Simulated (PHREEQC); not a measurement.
Make-up at 20 °C: 0.022 mol H2SO4 and 0.0019 mol FeSO4 per kg of water. Closed to the air; pH follows from the charge balance.

Model: ion-association model, phreeqc.dat, run in PHREEQC.

The ionic strength comes out as 0.0446 mol/kgw. What activity coefficients do H+, FeHSO4+, SO4-2, HSO4-, Fe+2 get?

H+ 0.86, FeHSO4+ 0.83, SO4-2 0.48, HSO4- 0.83, Fe+2 0.50.

Precipitation was switched off in this run. Species that the database lacks are ignored.
